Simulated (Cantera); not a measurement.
Charge: 1 mol MgO, 0.32 mol N2, held at 1825 K and 0.0383 Torr.

Equilibrium computed with Cantera from the NASA thermochemical tables; the gas is ideal and each condensed phase is pure. Candidate condensed phases: Mg, MgO; 13 gas species. Equilibrium is a limit: real reactors are often held back by kinetics, nucleation or transport.

Base state: N2 0.993, Mg 0.00451, O2 0.00160, O 0.000862, NO 0.000443 (mole fractions); condensed: MgO(s).

**Question.** What changes in the equilibrium state with this change: pressure from 0.0383 Torr to 270 Torr?

**Answer.** 
```tsv
species	before	after
N2	0.993	1.000
Mg	0.00451	1.89e-6
NO	0.000443	1.79e-6
O2	0.00160	2.61e-8
O	0.000862	4.14e-8
MgO(s), mol	0.999	1.000
```
